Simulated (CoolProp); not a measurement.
R407C at 451.96 K and 7.26 MPa flows at 6.9 m/s in a round tube of 2 mm bore and 45 µm roughness, fully developed (64/Re and Nu = 3.66 if laminar; Colebrook and Gnielinski if turbulent). Each further row changes one setting.

Computed with CoolProp (reference Helmholtz-energy equation of state, Lemmon 2003). It is a pseudo-pure fit of the blend.

```tsv
case	Reynolds number	Darcy friction factor	pressure drop (Pa/m)	heat-transfer coefficient (W/(m² K))	mass flow (kg/h)
as stated	120000	0.0512	135000	13000	17.3
velocity 13.8 m/s	240000	0.0511	540000	25900	34.6
diameter 4 mm	240000	0.0397	52400	10200	69.3
```

Viscosity comes from a separate model (Geller 2000). Thermal conductivity comes from a separate model (Geller 2001).
